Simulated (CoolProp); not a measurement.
Vapour pressure (kPa) of CH3F (R41): the reference equation beside estimates from Tc = 317.3 K, pc = 5906 kPa, ω = 0.200. Clausius-Clapeyron is anchored at 240 K with a constant enthalpy of vaporisation of 14.07 kJ/mol.

Values from CoolProp's reference Helmholtz-energy equation of state, Lemmon 2006. It is a short technical equation, of lower accuracy than the large ones.

```
T (K)  reference  Lee-Kesler  Clausius-Clapeyron  van der Waals  Redlich-Kwong  Soave-Redlich-Kwong  Peng-Robinson
-----  ---------  ----------  ------------------  -------------  -------------  -------------------  -------------
223.4      392.8       393.3               435.7           1220          542.5                393.1          391.7
227.5      462.8       465.0               499.4              …          630.6                464.9          462.4
231.7      544.0       548.3               571.4           1464          730.9                548.4          544.5
235.8      633.2       639.8               648.8           1596          839.4                640.3          635.0
240        735.6       744.9               735.6              …          961.8                746.1          739.0
244.2      850.0       862.1               830.4           1889           1096                864.3          855.3
248.3      974.2       989.1               931.0           2044           1240                992.8          981.7
252.5       1115        1133                1043           2210           1399                 1138              …
256.6       1267        1287                1161           2381           1569                 1295           1280
```

Question: Some entries are withheld; supply them.

Answer: 
- 227.5, van der Waals: 1337
- 240, van der Waals: 1738
- 252.5, Peng-Robinson: 1125

Absolute difference from the reference over all 9 rows, mean and median: Lee-Kesler 1.1 and 1.3 %, Clausius-Clapeyron 5.3 and 5.0 %, van der Waals 141.7 and 136.3 %, Redlich-Kwong 30.8 and 30.8 %, Soave-Redlich-Kwong 1.3 and 1.4 %, Peng-Robinson 0.5 and 0.5 %.
